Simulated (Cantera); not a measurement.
## Gas-phase reforming

An isothermal, constant-pressure homogeneous reactor starts with CH4 : CO2 = 1 : 0.31 (molar parts), at 1575 K and 0.132 atm.

Model: GRI-Mech 3.0 (53 species, 325 reactions), integrated in Cantera. GRI-Mech 3.0 stops at C3 and has no aromatics, soot or wall deposition, so with more carbon than oxygen in the feed, carbon stays in small species such as C2H2 where larger ones or solid carbon would form.

```json
[
 {"t (s)": "0.000800", "x CH4": "0.763", "x CO2": "0.237", "x CH3": "0.000451", "x HCO": "5.77e-11", "x C2H": "<1e-12", "x O": "<1e-12", "x CO": "1.64e-6"},
 {"t (s)": "0.00232", "x CH4": "0.760", "x CO2": "0.236", "x CH3": "0.000839", "x HCO": "1.08e-9", "x C2H": "8.81e-12", "x O": "<1e-12", "x CO": "1.11e-5"},
 {"t (s)": "0.00673", "x CH4": "0.749", "x CO2": "0.235", "x CH3": "0.00133", "x HCO": "6.50e-9", "x C2H": "1.90e-10", "x O": "<1e-12", "x CO": "0.000102"},
 {"t (s)": "0.0195", "x CH4": "0.696", "x CO2": "0.229", "x CH3": "0.00151", "x HCO": "1.05e-8", "x C2H": "2.82e-9", "x O": "1.52e-12", "x CO": "0.000888"},
 {"t (s)": "0.0566", "x CH4": "0.569", "x CO2": "0.208", "x CH3": "0.00112", "x HCO": "6.91e-9", "x C2H": "1.34e-8", "x O": "2.87e-12", "x CO": "0.00535"},
 {"t (s)": "0.164", "x CH4": "0.392", "x CO2": "0.165", "x CH3": "0.000756", "x HCO": "3.92e-9", "x C2H": "2.89e-8", "x O": "4.62e-12", "x CO": "0.0238"},
 {"t (s)": "0.476", "x CH4": "0.205", "x CO2": "0.0887", "x CH3": "0.000442", "x HCO": "2.08e-9", "x C2H": "4.88e-8", "x O": "8.29e-12", "x CO": "0.0758"},
 {"t (s)": "1.38", "x CH4": "0.0740", "x CO2": "0.0186", "x CH3": "0.000202", "x HCO": "1.83e-9", "x C2H": "7.32e-8", "x O": "1.34e-11", "x CO": "0.136"},
 {"t (s)": "4.00", "x CH4": "0.0301", "x CO2": "0.00910", "x CH3": "9.26e-5", "x HCO": "2.30e-9", "x C2H": "7.89e-8", "x O": "1.26e-11", "x CO": "0.164"}
]
```
x: mole fraction; the columns are a selection and need not sum to one.

Equilibrium at this temperature and pressure: CH4 0.00917, CO2 2.71e-8, CH3 2.70e-5, HCO 3.49e-9, C2H 5.40e-8, O <1e-12, CO 0.239 (gas phase only).
